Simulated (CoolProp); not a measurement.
The fluid at 293.15 K and 0.479 MPa expands adiabatically to 0.0566 MPa with isentropic efficiency 0.8. The same conditions are run with several fluids, on thermodynamics alone (safety and materials aside).

The numbers come from the reference Helmholtz-energy equation of state of each fluid (CH3F (R41): Lemmon 2006; methane: Setzmann 1991; ethane: Bücker 2006; normal hydrogen: Leachman 2009; propane: Lemmon 2009) in CoolProp.

**Question.** Rank CH3F (R41), methane, ethane, normal hydrogen, propane by work (kJ/kg), highest first.

**Answer.** normal hydrogen (1530), methane (201), ethane (112), CH3F (R41) (92.9), propane (78.1)

```json
[
 {"fluid": "CH3F (R41)", "final temperature (K)": "197.9", "final density (kg/m³)": "1.20"},
 {"fluid": "methane", "final temperature (K)": "197.4", "final density (kg/m³)": "0.555"},
 {"fluid": "ethane", "final temperature (K)": "217.4", "final density (kg/m³)": "0.952"},
 {"fluid": "normal hydrogen", "final temperature (K)": "183.0", "final density (kg/m³)": "0.0750"},
 {"fluid": "propane", "final temperature (K)": "233.4", "final density (kg/m³)": "1.31"}
]
```
